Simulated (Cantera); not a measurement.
A closed system holds: 1 mol FeS₂, 9.2 mol O₂, 0.037 mol CO₂, held at 825 °C and 0.440 bar.

These are equilibrium values from Cantera (NASA tables, ideal gas, pure condensed phases), not measurements of a reactor. The numbers say what is thermodynamically allowed, not how fast it happens.

```tsv
species	before	after
O₂	0.752	0.745
SO₃	0.0650	0.129
SO₂	0.178	0.122
CO₂	0.00450	0.00464
Fe₂O₃(s), mol	0.500	0.500
```
Gas species are given as mole fractions.

Q: Which change was made?
(A) O₂ from 9.2 to 0.82 mol
(B) temperature from 825 °C to 725 °C
(C) temperature from 825 °C to 575 °C
(D) temperature from 825 °C to 1325 °C

A: B, temperature from 825 °C to 725 °C
